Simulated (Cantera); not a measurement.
Aluminium and copper etching: Cu + HF + H2

Feed: 1 mol Cu, 2 mol HF, 22 mol H2, held at 1200 K and 0.150 Torr.

These are equilibrium values from Cantera (NASA tables, ideal gas, pure condensed phases), not measurements of a reactor. Candidate condensed phases: Cu, CuF2; 15 gas species. Rates play no part.

```yaml
x(H2): 0.917
x(HF): 0.0833
x(Cu): 6.14e-5
x(H): 1.34e-5
n(Cu(s)): 0.999 mol
gas_amount: 24.00 mol
log10 activity of CuF2(l) (absent): -14.17
```
